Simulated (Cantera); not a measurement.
**SiCl4 + O2 + H2 (silicon oxide and oxynitride deposition)**

Feed: 1 mol SiCl4, 0.12 mol O2, 21 mol H2, equilibrated at 10.0 mbar.

Method: chemical equilibrium by Gibbs-energy minimisation in Cantera with the NASA 1993 tables (ideal gas, pure condensed phases). Candidate condensed phases: H2O, Si, SiO2; 30 gas species. Mutual solubility and eutectic melting of coexisting phases are not modelled. The tables' values for SiCl3 are old estimates; treat these amounts as uncertain. The tables hold silica as quartz up to 1696 K and as liquid above; real silica turns to tridymite and cristobalite and melts near 1996 K. Equilibrium is a limit: real reactors are often held back by kinetics, nucleation or transport.

```tsv
T (°C)	x H2	x HCl	x SiCl2	x SiO	n Si(s)	n SiO2(β-quartz)
925	0.884	0.0810	0.0175	5.06e-5	0.0984	0.119
950	0.879	0.0864	0.0206	0.000103	0.0969	0.119
975	0.875	0.0906	0.0236	0.000202	0.0918	0.118
1000	0.871	0.0939	0.0261	0.000388	0.0838	0.116
1025	0.868	0.0961	0.0283	0.000725	0.0730	0.112
1050	0.866	0.0975	0.0300	0.00132	0.0589	0.105
1075	0.864	0.0983	0.0314	0.00236	0.0397	0.0929
1100	0.862	0.0986	0.0325	0.00411	0.0121	0.0726
1125	0.858	0.101	0.0322	0.00676	0	0.0419
1150	0.852	0.105	0.0308	0.0103	0	0
1175	0.852	0.105	0.0312	0.0103	0	0
1200	0.851	0.105	0.0314	0.0103	0	0
1225	0.851	0.106	0.0316	0.0103	0	0
```
x: gas mole fraction; n: condensed amount in mol.

From 925 °C to 1100 °C the condensed part is Si(s) + SiO2(β-quartz). At 1125 °C the condensed part is SiO2(β-quartz). From 1150 °C to 1225 °C nothing is condensed. The main Si-bearing gas is SiCl2 throughout.
